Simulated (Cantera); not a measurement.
What does this Cantera script print?

```python
import numpy as np
import cantera as ct

gas_names = """
    Br Br2 H HBr HO2 H2 H2O H2O2 O OH O2 O3
""".split()
cond_names = """
    Br2(cr) Br2(L) H2O(s) H2O(L)
""".split()


# ... load() reads the species with a 1 bar reference pressure and builds the phases ...
atoms = {
    'HBr': {'H': 1, 'Br': 1},
    'O2': {'O': 2},
}
top_T = {}  # K; cautious upper limits of use, not melting points


# ... equilibrate(T, P, feed) seeds the gas with the atoms and calls Mixture.equilibrate('TP', solver="vcs", rtol=1e-11, max_steps=5000) ...
results = []
feed = {'HBr': 1, 'O2': 2}  # mol
P = 1000  # Pa
for T in [1423, 1448, 1473, 1498, 1523, 1548, 1573, 1598, 1623, 1648, 1673, 1698, 1723]:
    mix = equilibrate(T, P, feed)
    results.append((T, P, feed, dict(zip(mix.species_names, mix.species_moles))))
    x = sorted(zip(gas.X, gas.species_names), reverse=True)
    print(f"T = {T:g} K  P = {P:g} Pa  gas = {mix.phase_moles(0):.4g} mol")
    print("   x: " + "  ".join(f"{s} {v:.3e}" for v, s in x if v > 0.001))
    print("   condensed (mol): " + ("  ".join(f"{mix.phase(i).name} {mix.phase_moles(i):.4g}"
          for i in range(1, mix.n_phases) if mix.phase_moles(i) > 1e-12) or "none"))
```

Result:

```
T = 1423 K  P = 1000 Pa  gas = 3.173 mol
   x: O2 5.591e-01  Br 2.512e-01  H2O 1.422e-01  HBr 3.053e-02  Br2 1.672e-02
   condensed (mol): none
T = 1448 K  P = 1000 Pa  gas = 3.184 mol
   x: O2 5.570e-01  Br 2.577e-01  H2O 1.419e-01  HBr 3.002e-02  Br2 1.317e-02
   condensed (mol): none
T = 1473 K  P = 1000 Pa  gas = 3.194 mol
   x: O2 5.552e-01  Br 2.630e-01  H2O 1.417e-01  HBr 2.942e-02  Br2 1.036e-02
   condensed (mol): none
T = 1498 K  P = 1000 Pa  gas = 3.201 mol
   x: O2 5.538e-01  Br 2.673e-01  H2O 1.416e-01  HBr 2.876e-02  Br2 8.163e-03
   condensed (mol): none
T = 1523 K  P = 1000 Pa  gas = 3.207 mol
   x: O2 5.525e-01  Br 2.708e-01  H2O 1.416e-01  HBr 2.807e-02  Br2 6.447e-03
   condensed (mol): none
T = 1548 K  P = 1000 Pa  gas = 3.212 mol
   x: O2 5.515e-01  Br 2.737e-01  H2O 1.417e-01  HBr 2.736e-02  Br2 5.108e-03
   condensed (mol): none
T = 1573 K  P = 1000 Pa  gas = 3.216 mol
   x: O2 5.506e-01  Br 2.762e-01  H2O 1.418e-01  HBr 2.665e-02  Br2 4.064e-03
   condensed (mol): none
T = 1598 K  P = 1000 Pa  gas = 3.22 mol
   x: O2 5.498e-01  Br 2.782e-01  H2O 1.419e-01  HBr 2.594e-02  Br2 3.248e-03
   condensed (mol): none
T = 1623 K  P = 1000 Pa  gas = 3.222 mol
   x: O2 5.491e-01  Br 2.799e-01  H2O 1.420e-01  HBr 2.525e-02  Br2 2.608e-03  OH 1.009e-03
   condensed (mol): none
T = 1648 K  P = 1000 Pa  gas = 3.225 mol
   x: O2 5.484e-01  Br 2.813e-01  H2O 1.421e-01  HBr 2.458e-02  Br2 2.105e-03  OH 1.211e-03
   condensed (mol): none
T = 1673 K  P = 1000 Pa  gas = 3.227 mol
   x: O2 5.478e-01  Br 2.826e-01  H2O 1.422e-01  HBr 2.393e-02  Br2 1.708e-03  OH 1.447e-03
   condensed (mol): none
T = 1698 K  P = 1000 Pa  gas = 3.229 mol
   x: O2 5.473e-01  Br 2.836e-01  H2O 1.423e-01  HBr 2.330e-02  OH 1.719e-03  Br2 1.392e-03
   condensed (mol): none
T = 1723 K  P = 1000 Pa  gas = 3.23 mol
   x: O2 5.467e-01  Br 2.846e-01  H2O 1.424e-01  HBr 2.269e-02  OH 2.032e-03  Br2 1.141e-03
   condensed (mol): none
```

Method: chemical equilibrium by Gibbs-energy minimisation in Cantera with the NASA 1993 tables (ideal gas, pure condensed phases).
